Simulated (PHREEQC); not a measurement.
Solution (25 °C): 0.14 mol/kgw ZnSO4, 0.00052 mol/kgw CaCl2 and 0.0005 mol/kgw NaCl. Closed to the air; pH follows from the charge balance.

Computed with PHREEQC (ion-association model, phreeqc.dat).

Each row changes one thing in this solution. No solid was allowed to form.

```tsv
case	pH	ionic strength (mol/kgw)	Zn(SO4)2-2 (mol/kgw)	Cl- (mol/kgw)	Na+ (mol/kgw)	ZnCl+ (mol/kgw)	SI of Halite (NaCl)
as made	5.51	0.277	0.0195	0.00147	0.000470	7.21e-5	-8.03
temperature from 25 to 70 °C	5.06	0.269	0.0164	0.00124	0.000465	0.000299	-8.16
CaCl2 left out	5.52	0.276	0.0195	0.000476	0.000470	2.34e-5	-8.51
NaCl from 0.0005 to 0.00075 mol/kgw	5.51	0.278	0.0195	0.00171	0.000705	8.38e-5	-7.79
CaCl2 from 0.00052 to 0.000572 mol/kgw	5.51	0.278	0.0195	0.00157	0.000470	7.70e-5	-8.00
NaCl replaced by NaBr at the same molality	5.51	0.277	0.0195	0.000991	0.000470	4.87e-5	-8.20
CaCl2 replaced by FeCl3 at the same molality	3.85	0.278	0.0194	0.00196	0.000470	9.66e-5	-7.90
```

Complexes and solids missing from the database can't appear. Some of these states are supersaturated (in Fe(OH)3(a), Hematite (slow to form), for instance). At this temperature some constants are extrapolated from 25 °C, and those without enthalpy data are left unchanged.
